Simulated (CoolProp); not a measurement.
CF4 (R14) along the isobar 5.06 MPa: Z from the reference equation and from simpler models built on Tc = 227.4 K, pc = 3.762 MPa, ω = 0.178; each cubic takes its own stable root.

The numbers come from the reference Helmholtz-energy equation of state, Platzer 1990 in CoolProp. This equation is an older, rougher fit; its heat capacities, sound speeds and derivatives of the liquid may be far off and weren't checked against measurements.

```
T (K)          phase  reference
-----  -------------  ---------
201           liquid     0.2069
212.7         liquid     0.2122
224.4         liquid     0.2279
236.1  supercritical     0.3082
247.7  supercritical     0.5364
259.4  supercritical     0.6497
271.1  supercritical     0.7195
282.7  supercritical     0.7691
294.4  supercritical     0.8073
306.1  supercritical     0.8378
317.8  supercritical     0.8628
329.4  supercritical     0.8834
341.1  supercritical     0.9011
352.8  supercritical     0.9162
```

**Question.** How far does each simpler model (van der Waals, Soave-Redlich-Kwong, Peng-Robinson) lie from the reference over these 14 states: mean and median of the absolute difference, and the worst?

**Answer.** 
- van der Waals: mean 14.9 %, median 6.4 %, worst +45.6 % at 201 K and 5.06 MPa
- Soave-Redlich-Kwong: mean 4.3 %, median 1.7 %, worst +14.1 % at 236.1 K and 5.06 MPa
- Peng-Robinson: mean 2.6 %, median 2.2 %, worst -6.1 % at 201 K and 5.06 MPa
